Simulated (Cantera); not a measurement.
A Cantera script and its output.

```python
import numpy as np
import cantera as ct

gas = ct.Solution("h2o2.yaml")
gas.TPX = 948, 1333, {'H2': 0.049, 'O2': 1, 'N2': 0.26}
inlet = ct.Reservoir(gas, clone=True)

reactor = ct.IdealGasConstPressureReactor(gas, energy="off", clone=False)
exhaust = ct.Reservoir(gas, clone=True)
tau = [0.61, 0.37, 0.23, 0.14, 0.088, 0.054, 0.033, 0.02, 0.013, 0.0078][0]
for a, b in ((inlet, reactor), (reactor, exhaust)):
    ct.MassFlowController(a, b, mdot=lambda t: reactor.mass / tau)
net = ct.ReactorNet([reactor])
show = ['H2', 'O2', 'O', 'H', 'H2O', 'HO2']

rows = []
print(f"{'tau/s':>10s}{'T/K':>9s}" + "".join(f"{s:>11s}" for s in show))
for tau in [0.61, 0.37, 0.23, 0.14, 0.088, 0.054, 0.033, 0.02, 0.013, 0.0078]:
    net.initial_time = 0.0
    net.advance(30 * tau)
    before = gas.X
    net.advance(40 * tau)
    drift = np.max(np.abs(gas.X - before) / (gas.X + 1e-9))
    rows.append([gas.T, *gas[show].X, drift])
    print(f"{tau:10.3e}{gas.T:9.1f}" + "".join(f"{x:11.3e}" for x in gas[show].X))
```

It prints:

```
     tau/s      T/K         H2         O2          O          H        H2O        HO2
 6.100e-01    948.0  7.649e-04  7.583e-01  1.187e-03  2.042e-04  3.707e-02  3.598e-06
 3.700e-01    948.0  1.007e-03  7.579e-01  1.555e-03  3.296e-04  3.671e-02  4.092e-06
 2.300e-01    948.0  1.308e-03  7.575e-01  1.995e-03  5.155e-04  3.626e-02  4.566e-06
 1.400e-01    948.0  1.720e-03  7.569e-01  2.560e-03  8.132e-04  3.561e-02  5.046e-06
 8.800e-02    948.0  2.227e-03  7.562e-01  3.193e-03  1.227e-03  3.480e-02  5.463e-06
 5.400e-02    948.0  2.928e-03  7.553e-01  3.964e-03  1.850e-03  3.367e-02  5.849e-06
 3.300e-02    948.0  3.873e-03  7.543e-01  4.817e-03  2.708e-03  3.215e-02  6.163e-06
 2.000e-02    948.0  5.172e-03  7.533e-01  5.683e-03  3.808e-03  3.013e-02  6.389e-06
 1.300e-02    948.0  6.665e-03  7.525e-01  6.323e-03  4.852e-03  2.796e-02  6.499e-06
 7.800e-03    948.0  9.063e-03  7.520e-01  6.789e-03  5.972e-03  2.483e-02  6.524e-06
```

Cantera simulation using the H2/O2 subset of GRI-Mech 3.0, which has no nitrogen chemistry; the numbers are that mechanism's predictions, not measurements. Radical loss at walls, strong at low pressure, is not modelled. Below about 950 K walls govern HO2 and H2O2 in real vessels. The temperature is held fixed by assumption; the heat of reaction is taken as removed at once.
